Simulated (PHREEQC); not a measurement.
Consider water at 80 °C with 0.0016 mol/kgw NaHS and 0.00073 mol/kgw NaOH. Closed to the air; pH follows from the charge balance.

All values are PHREEQC results (ion-association model, wateq4f.dat), not measurements.

Precipitation was switched off in this run.

Question: Estimate the pH.

Answer: pH 9.44.

Constants without temperature data keep their 25 °C values here. The polysulfide entries of wateq4f.dat were taken out for this run.
